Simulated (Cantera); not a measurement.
**B2H6 + N2 + O2 (boron, boron nitride and boron oxide)**

A closed system holds: 1 mol B2H6, 11 mol N2, 0.084 mol O2, equilibrated at 2048 K.

Cantera equilibrium calculation (NASA polynomials, part measured and part estimated; ideal gas, pure solids and liquids). Candidate condensed phases: B, BN, B2O3, B3O3H3, H2O; 39 gas species. The feed counts by its element totals alone. The tables' values for BH2 are old estimates; treat these amounts as uncertain. The numbers say what is thermodynamically allowed, not how fast it happens.

At 10.0 Pa the condensed part is B(s). From 46.0 Pa to 1.00 bar the condensed part is BN(s). The main B-bearing gas is BO at 10.0 Pa and HBO at 1.00 bar. The share of B in condensed phases is highest at 1.00 bar (93.0 %) and lowest at 10.0 Pa (89.2 %).

```csv
P (Pa),log p N2,log p H2,log p H,log p BO,log p HBO,log p B,n B(s),n BN(s)
10,-4.13,-4.80,-5.05,-6.01,-6.90,-6.54,1.78,0
46,-3.47,-4.04,-4.67,-5.37,-5.89,-6.62,0,1.82
220,-2.78,-3.33,-4.32,-4.81,-4.97,-6.96,0,1.83
1000,-2.12,-2.66,-3.98,-4.34,-4.16,-7.29,0,1.83
4600,-1.45,-1.99,-3.65,-3.93,-3.42,-7.62,0,1.83
22000,-0.77,-1.31,-3.31,-3.59,-2.74,-7.96,0,1.84
100000,-0.12,-0.65,-2.98,-3.36,-2.18,-8.29,0,1.86
```
log p: log10 of the partial pressure in bar; n: condensed amount in mol.
